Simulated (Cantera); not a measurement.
Feed: 1 mol Pb, 0.17 mol CO, 48 mol N2, equilibrated at 850 K and 82.5 Torr.

These are equilibrium values from Cantera (NASA tables, ideal gas, pure condensed phases), not measurements of a reactor. Candidate condensed phases: C, Pb, PbO, PbO2, Pb3O4; 27 gas species. Rates play no part.

Base state: N2 0.996, CO 0.00347, CO2 2.86e-5 (mole fractions); condensed: C(graphite) + Pb(l).

Q: What changes in the equilibrium state with this change: temperature from 850 K to 1273 K?

A: 
```
species            before    after
----------------  -------  -------
N2                  0.996    0.980
Pb                2.89e-6   0.0167
CO                0.00347  0.00347
CO2               2.86e-5  9.52e-9
C(graphite), mol  0.00138        0
Pb(l), mol          1.000    0.182
```
